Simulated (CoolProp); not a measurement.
Properties of the fluoroketone C6F12O (FK-5-1-12) along the isobar 9.08 MPa (Tc = 441.8 K, pc = 1.869 MPa, ω = 0.471).

Computed with CoolProp (reference Helmholtz-energy equation of state, McLinden 2015).

```json
[
 {"T (K)": "330.5", "phase": "liquid", "Z": "0.6717", "expansivity (1/kK)": "1.751", "fugacity coefficient": "0.02682"},
 {"T (K)": "354.7", "phase": "liquid", "Z": "0.6542", "expansivity (1/kK)": "1.908", "fugacity coefficient": "0.05160"},
 {"T (K)": "378.9", "phase": "liquid", "Z": "0.6427", "expansivity (1/kK)": "2.100", "fugacity coefficient": "0.08817"},
 {"T (K)": "403.1", "phase": "liquid", "Z": "0.6374", "expansivity (1/kK)": "2.339", "fugacity coefficient": "0.1370"},
 {"T (K)": "427.3", "phase": "liquid", "Z": "0.6386", "expansivity (1/kK)": "2.635", "fugacity coefficient": "0.1971"},
 {"T (K)": "451.6", "phase": "supercritical", "Z": "0.6469", "expansivity (1/kK)": "2.999", "fugacity coefficient": "0.2663"},
 {"T (K)": "475.8", "phase": "supercritical", "Z": "0.6635", "expansivity (1/kK)": "3.406", "fugacity coefficient": "0.3410"},
 {"T (K)": "500", "phase": "supercritical", "Z": "0.6888", "expansivity (1/kK)": "3.776", "fugacity coefficient": "0.4178"}
]
```
